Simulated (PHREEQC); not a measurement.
A PHREEQC input (ion-association model, phreeqc.dat):

```
SOLUTION 1
  temp 28
  units mg/L
  pH 6.55
  pe 1.7
  Na 3.73
  K 0.858
  Ca 2.63
  Mg 3.45
  Cl 4.33
  S(6) 3.34 as SO4
  Alkalinity 25.2
  Br 0.0287
  Sr 0.0546
END
USE solution 1
EQUILIBRIUM_PHASES 1
  Quartz 0 0.5
  CO2(g) -3.4 10
END
```

The run finishes without an error or a warning.

Its last state differs from that of the intended input:

| quantity | as run | intended |
|---|---|---|
| pH | 7.92 | 7.83 |
| ionic strength (mol/kgw) | 0.000885 | 0.000839 |
| HCO3- (mol/kgw) | 0.000494 | 0.000406 |
| CO3-2 (mol/kgw) | 2.25e-6 | 1.52e-6 |
| H3SiO4- (mol/kgw) | 1.62e-6 | 1.33e-6 |
| MgHCO3+ (mol/kgw) | 7.19e-7 | 5.94e-7 |

Q: One thing in the input isn't as intended. What explains the difference?

A: One answer among several that fit: The fault: 'as HCO3' left off the alkalinity, which is then read as CaCO3.
